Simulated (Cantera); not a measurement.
A perfectly stirred reactor is fed with CO : H2 : O2 : N2 = 1 : 0.059 : 0.378 : 1.42 (molar parts), equivalence ratio 1.4, at 11.0 bar; it is adiabatic with a 498 K inlet, and is followed from long to short residence time, starting on the burning branch (τ in s: 0.2, 0.065, 0.022, 0.0073, 0.0025, 0.00082, 0.00028, 9.2e-05, 3.1e-05, 1e-05).

Computed with Cantera and GRI-Mech 3.0 (53 species, 325 reactions). The hydrogen kinetics of GRI-Mech 3.0 are dated; newer H2 mechanisms differ, most at raised pressure.

Question: What does this change do: H2 0.059 to 0.086 parts?

Answer: 
```
quantity                                                                          before                                   after
------------------------------------------------  --------------------------------------  --------------------------------------
blow-out, bracketed by the residence times tried  burning at 10.0 µs, the shortest tried  burning at 10.0 µs, the shortest tried
x(CO) at τ = 0.200 s                                                               0.125                                   0.132
x(H2) at τ = 0.200 s                                                             0.00152                                 0.00245
x(O2) at τ = 0.200 s                                                             0.00107                                0.000743
x(N2O) at τ = 0.200 s                                                            2.39e-7                                 1.92e-7
x(H2O) at τ = 0.200 s                                                             0.0215                                  0.0310
x(CO) at τ = 0.820 ms                                                              0.135                                   0.140
x(H2) at τ = 0.820 ms                                                            0.00166                                 0.00262
x(O2) at τ = 0.820 ms                                                            0.00637                                 0.00488
x(N2O) at τ = 0.820 ms                                                           7.03e-7                                 5.31e-7
x(H2O) at τ = 0.820 ms                                                            0.0201                                  0.0294
```
